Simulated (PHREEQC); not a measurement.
Make-up at 25 °C: 0.034 mol/kgw H2S, 4.5e-05 mol/kgw HCl and 3.2e-05 mol/kgw FeCl2. Closed to the air; pH follows from the charge balance.

Model: ion-association model, wateq4f.dat, run in PHREEQC.

```yaml
pH: 3.95
ionic_strength: 0.000160 mol/kgw
total_alkalinity: -0.0450 meq/kg
```

```csv
species,molality,activity,log γ
H2S,0.0339,0.0339,0.000
H+,0.000113,0.000111,-0.006
Cl-,0.000109,0.000107,-0.006
HS-,3.54e-5,3.49e-5,-0.006
Fe(HS)2,1.61e-5,1.61e-5,0.000
Fe+2,1.58e-5,1.49e-5,-0.025
Fe(HS)3-,6.22e-8,6.13e-8,-0.006
FeCl+,2.24e-9,2.21e-9,-0.006
```

Precipitation was switched off in this run. The polysulfide entries of wateq4f.dat were taken out for this run.
